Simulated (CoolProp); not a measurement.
Vapour-liquid equilibrium of hydrogen chloride (1) + n-butane (2) at 300.8 K; x and y are mole fractions of (1).

Model: multi-fluid Helmholtz-energy mixture model, Thol 2018 and Bücker 2006; pair parameters Bell 2016, in CoolProp.

```tsv
x	bubble pressure (MPa)	y at the bubble point	dew pressure at overall composition x (MPa)	liquid density (mol/L)
0.05	0.5573	0.516	0.2785	(withheld)
0.2	1.431	0.806	0.3331	11.12
0.35	2.174	(withheld)	0.4125	12.29
0.5	2.768	(withheld)	0.5396	13.66
0.65	3.306	0.923	0.7772	15.32
0.8	3.913	0.948	1.386	17.44
0.95	4.706	0.984	3.961	20.43
```

What belongs in the gaps?


- 0.05, liquid density (mol/L): 10.11
- 0.35, y at the bubble point: 0.871
- 0.5, y at the bubble point: 0.901

No azeotrope shows between x = 0.05 and 0.95.

Pair parameters are fitted to limited data, so mixtures are less certain than the pure fluids. The gap from Raoult's law changes sign with composition, which may be real or a fault of the pair parameters; it wasn't checked against measurements.
